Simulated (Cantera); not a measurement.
A perfectly stirred reactor is fed with CH4 : H2 : O2 : N2 = 0.04 : 1 : 0.0016 : 0.0013 (molar parts), equivalence ratio 360, at 1330 Pa; it is held at 2298 K, and followed from long to short residence time.

Cantera simulation using GRI-Mech 3.0 (53 species, 325 reactions); the numbers are that mechanism's predictions, not measurements. GRI-Mech 3.0 stops at C3 and has no aromatics, soot or wall deposition, so with more carbon than oxygen in the feed, carbon stays in small species such as C2H2 where larger ones or solid carbon would form. Radical loss at walls, strong at low pressure, is not modelled.

**Question.** Predict: x(CH4) at τ = 12.0 s; x(H2) at τ = 12.0 s; x(O2) at τ = 12.0 s; x(CO2) at τ = 12.0 s; x(CH4) at τ = 99.0 ms; x(H2) at τ = 99.0 ms; x(O2) at τ = 99.0 ms; x(CH2CO) at τ = 99.0 ms; x(CO2) at τ = 99.0 ms.

**Answer.** 
```
Property                  Result
-----------------------  -------
x(CH4) at τ = 12.0 s     2.43e-5
x(H2) at τ = 12.0 s        0.905
x(O2) at τ = 12.0 s      6.37e-9
x(CO2) at τ = 12.0 s     1.97e-9
x(CH4) at τ = 99.0 ms    0.00190
x(H2) at τ = 99.0 ms       0.951
x(O2) at τ = 99.0 ms     2.27e-6
x(CH2CO) at τ = 99.0 ms  1.97e-7
x(CO2) at τ = 99.0 ms    4.12e-7
```
